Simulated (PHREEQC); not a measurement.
Model water analysis in mg/L, 25 °C, pH 3.59, pe 8.8:

| constituent | mg/L |
|---|---|
| Na | 134 |
| K | 416 |
| Ca | 517 |
| Mg | 24 |
| Cl | 600 |
| S(6) as SO4 | 2490 |
| Zn | 4.37 |
| Si as SiO2 | 18.8 |
| Mn(2) | 70 |
| Fe(3) | 563 |

Valence states are taken as typed.

Model: ion-association model, phreeqc.dat, run in PHREEQC.

**Question.** The ionic strength comes out as 0.0962 mol/kgw. What activity coefficients do FeHSO4+2, Zn(SO4)2-2, FeSO4+, Zn+2, SO4-2 get?

**Answer.** FeHSO4+2 0.38, Zn(SO4)2-2 0.38, FeSO4+ 0.79, Zn+2 0.38, SO4-2 0.38.

Precipitation was switched off in this run. The solution is supersaturated, for example in Jarosite-K, Fe(OH)3(a), so a real one may precipitate; this is no full list.
